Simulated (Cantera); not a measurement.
Charge: 1 mol CS2, 0.16 mol H2O, 0.69 mol H2, held at 2173.15 K and 13.3 mbar.

Method: chemical equilibrium by Gibbs-energy minimisation in Cantera with the NASA 1993 tables (ideal gas, pure condensed phases). Candidate condensed phases: C, C6H6, C7H8, C8H18, H2O, H2SO4, S; 123 gas species. The numbers say what is thermodynamically allowed, not how fast it happens.

**Question.** What is the equilibrium state?

**Answer.** 
| Property | Result |
|---|---|
| x(H2) | 0.336 |
| x(CS) | 0.224 |
| x(S2) | 0.151 |
| x(CS2) | 0.137 |
| x(CO) | 0.0687 |
| x(S) | 0.0304 |
| x(H) | 0.0242 |
| x(SH) | 0.0229 |
| x(H2S) | 0.00577 |
| gas amount | 2.328 mol |
| log10 activity of C(graphite) (absent) | -0.64 |
| log10 activity of S(l) (absent) | -3.01 |
